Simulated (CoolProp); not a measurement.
Propylene glycol at several states: density (kg/m³) from the reference equation and from simpler models built on Tc = 400.8 °C, pc = 72.92 bar, ω = 0.327; each cubic takes its own stable root.

The numbers come from the reference Helmholtz-energy equation of state, Eisenbach 2021 in CoolProp.

| T (°C) | p (bar) | phase | reference |
|---|---|---|---|
| 170.95 | 0.162 | gas | 0.3351 |
| 37.95 | 22.3 | liquid | 1024 |
| 199.35 | 4.39 | liquid | 881.0 |
| 225.35 | 0.353 | gas | 0.6514 |
| 34.75 | 1.12 | liquid | 1025 |

Question: How far does each simpler model (van der Waals, Redlich-Kwong, Peng-Robinson) lie from the reference over these 5 states: mean and median of the absolute difference, and the worst?

Answer: 
- van der Waals: mean 33.9 %, median 35.0 %, worst -99.0 % at 199.35 °C and 4.39 bar
- Redlich-Kwong: mean 21.3 %, median 3.5 %, worst -99.0 % at 199.35 °C and 4.39 bar
- Peng-Robinson: mean 6.6 %, median 10.8 %, worst +10.9 % at 37.95 °C and 22.3 bar

At some of these states van der Waals, Redlich-Kwong gives the other phase, because its saturation line lies elsewhere.
